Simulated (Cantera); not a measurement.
Cantera with NASA thermochemical tables; ideal gases at 1 bar, condensed phases pure. Values are per mole of reaction as written; species without (g) are pure solids or liquids, kept so even where they would boil at 1 bar.

Problem. Between 300 and 2400 K, where is each reaction favourable under standard conditions?
- SiH₄(g) + Si = 2 SiH₂(g)

Solution. 
- SiH₄(g) + Si = 2 SiH₂(g): ΔG° is 399 kJ at 300 K and 8 kJ at 2400 K; it stays positive (K < 1). ΔH° is 398 kJ and ΔS° 163 J/K at 2400 K.
